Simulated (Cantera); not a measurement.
Input: 1 mol CH3F, 0.13 mol H2, equilibrated at 7.50 Torr.

Method: chemical equilibrium by Gibbs-energy minimisation in Cantera with the NASA 1993 tables (ideal gas, pure condensed phases). Candidate condensed phases: C, C6H6, C7H8, C8H18; 95 gas species. Kinetics and transport are ignored. All values below are at 2873 K.

Base state: H 0.443, HF 0.354, H2 0.178, C3 0.00757, C2H2 (acetylene) 0.00752, F 0.00430, C2H 0.00266, C 0.00143 (mole fractions); condensed: C(graphite).

Problem. What changes in the equilibrium state with this change: pressure from 7.50 Torr to 27.0 Torr?

Solution. 
```json
[
 {"species": "HF", "before": "0.354", "after": "0.395"},
 {"species": "H", "before": "0.443", "after": "0.297"},
 {"species": "H2", "before": "0.178", "after": "0.288"},
 {"species": "C2H2 (acetylene)", "before": "0.00752", "after": "0.0122"},
 {"species": "C", "before": "0.00143", "after": "0.000398"},
 {"species": "C4", "before": "1.75e-5", "after": "4.87e-6"},
 {"species": "C(graphite), mol", "before": "0.868", "after": "0.908"}
]
```
